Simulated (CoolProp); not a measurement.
Saturation properties of nitrogen.

The numbers come from the reference Helmholtz-energy equation of state, Span 2000 in CoolProp.

```tsv
T (K)	p (MPa)	vapour density (kg/m³)	enthalpy of vaporisation (kJ/kg)	vapour viscosity (µPa s)	liquid conductivity (mW/(m K))
85.2	0.2333	10.00	188.2	6.07	129
89.2	0.3364	14.12	181.8	___	121
93.2	0.4695	19.43	174.8	___	113
97.2	0.6375	26.19	167.0	7.15	106
101.3	0.8507	34.98	158.0	7.57	97.6
105.3	1.104	45.87	148.0	___	89.7
109.3	1.407	59.76	136.5	8.53	81.8
113.4	1.776	78.37	122.6	9.15	73.8
117.4	2.199	103.1	105.7	9.94	66.0
```

### Question
Some entries are withheld; supply them.

### Answer

- 89.2, vapour viscosity (µPa s): 6.41
- 93.2, vapour viscosity (µPa s): 6.77
- 105.3, vapour viscosity (µPa s): 8.02

It boils at 77.4 K under 1 atm.

Viscosity comes from a separate model (Lemmon 2004). Thermal conductivity comes from a separate model (Lemmon 2004).
